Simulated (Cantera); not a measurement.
A Cantera script and its output.

```python
import numpy as np
import cantera as ct

gas = ct.Solution("gri30.yaml")
gas.TPX = 2298, 1333, {'CH4': 0.04, 'H2': 1, 'O2': 0.0016}
inlet = ct.Reservoir(gas, clone=True)

reactor = ct.IdealGasConstPressureReactor(gas, energy="off", clone=False)
exhaust = ct.Reservoir(gas, clone=True)
tau = [12, 3.5, 1.1, 0.33, 0.099, 0.03, 0.0091, 0.0028][0]
for a, b in ((inlet, reactor), (reactor, exhaust)):
    ct.MassFlowController(a, b, mdot=lambda t: reactor.mass / tau)
net = ct.ReactorNet([reactor])
show = ['CH4', 'H2', 'O2', 'CH2CO', 'CO2', 'CO', 'CH2O']

rows = []
print(f"{'tau/s':>10s}{'T/K':>9s}" + "".join(f"{s:>11s}" for s in show))
for tau in [12, 3.5, 1.1, 0.33, 0.099, 0.03, 0.0091, 0.0028]:
    net.initial_time = 0.0
    net.advance(30 * tau)
    before = gas.X
    net.advance(40 * tau)
    drift = np.max(np.abs(gas.X - before) / (gas.X + 1e-9))
    rows.append([gas.T, *gas[show].X, drift])
    print(f"{tau:10.3e}{gas.T:9.1f}" + "".join(f"{x:11.3e}" for x in gas[show].X))
```

Result:

```
     tau/s      T/K        CH4         H2         O2      CH2CO        CO2         CO       CH2O
 1.200e+01   2298.0  2.433e-05  9.058e-01  6.377e-09  6.843e-10  1.966e-09  2.840e-03  2.239e-11
 3.500e+00   2298.0  5.798e-05  9.143e-01  2.479e-08  2.733e-09  8.380e-09  2.841e-03  7.764e-11
 1.100e+00   2298.0  1.766e-04  9.294e-01  1.033e-07  1.298e-08  4.104e-08  2.803e-03  5.710e-10
 3.300e-01   2298.0  6.221e-04  9.440e-01  4.955e-07  6.486e-08  1.921e-07  2.499e-03  5.258e-09
 9.900e-02   2298.0  1.898e-03  9.523e-01  2.274e-06  1.967e-07  4.121e-07  1.633e-03  2.924e-08
 3.000e-02   2298.0  5.016e-03  9.558e-01  9.793e-06  3.236e-07  4.682e-07  7.482e-04  8.624e-08
 9.100e-03   2298.0  1.155e-02  9.558e-01  4.073e-05  4.162e-07  1.164e-06  3.328e-04  1.884e-07
 2.800e-03   2298.0  2.179e-02  9.537e-01  1.639e-04  5.325e-07  3.574e-06  1.666e-04  4.370e-07
```

Model: GRI-Mech 3.0 (53 species, 325 reactions), integrated in Cantera. GRI-Mech 3.0 stops at C3 and has no aromatics, soot or wall deposition, so with more carbon than oxygen in the feed, carbon stays in small species such as C2H2 where larger ones or solid carbon would form. Radical loss at walls, strong at low pressure, is not modelled.
